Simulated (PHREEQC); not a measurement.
Solution A (1.5 mmol/kgw HF, 0.83 mmol/kgw KF and 4.9 mmol/kgw H2SO4) is mixed with solution B (7.1e-05 mol PbCl2, 0.0015 mol KBr and 0.0084 mol Cu(NO3)2 per kg of water) at 25 °C; shares are by mass of water, 1 kg in all. O2 is buffered at 0.21 atm. No CO2 enters from the air. Solids allowed: PbF2, Matlockite, Cu(OH)2, Brochantite, Antlerite, Atacamite, Cu2(OH)3NO3, Litharge, Anglesite, Cotunnite, Laurionite, PbBr2, Larnakite, Chalcanthite, CuF2:2H2O. Others were left out.

Computed with PHREEQC (ion-association model, wateq4f.dat).

```
share of solution B    pH  Cu+2 (mol/kgw)  HF (mol/kgw)  Pb+2 (mol/kgw)
-------------------  ----  --------------  ------------  --------------
0                    2.16               0       0.00208               0
0.1                  2.20        0.000672       0.00185         4.18e-6
0.2                  2.24         0.00139       0.00163         8.79e-6
0.4                  2.35         0.00293       0.00118         1.92e-5
0.5                  2.42         0.00375      0.000958         2.51e-5
0.6                  2.50         0.00462      0.000737         3.13e-5
0.8                  2.78         0.00644      0.000310         4.50e-5
0.9                  3.06         0.00740      0.000118         5.23e-5
1                    4.80         0.00838             0         6.00e-5
```
